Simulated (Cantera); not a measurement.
A closed system holds: 1 mol C2H6, 3.1 mol H2, 6.5 mol N2, at 2725 K and 38.0 mbar.

Cantera equilibrium calculation (NASA polynomials, part measured and part estimated; ideal gas, pure solids and liquids). Candidate condensed phases: C, C6H6, C7H8, C8H18; 92 gas species. The numbers say what is thermodynamically allowed, not how fast it happens.

### Question
What is the equilibrium state?

### Answer
```
Item                     Value
-------------------  ---------
x(N2)                    0.442
x(H2)                    0.316
x(H)                     0.180
x(HCN)                  0.0443
x(C2H2 (acetylene))    0.00814
x(HNC)                 0.00658
x(CN)                  0.00195
x(C2H)                0.000515
x(C3)                 0.000322
n(C(graphite))        1.00 mol
gas amount           13.87 mol
```
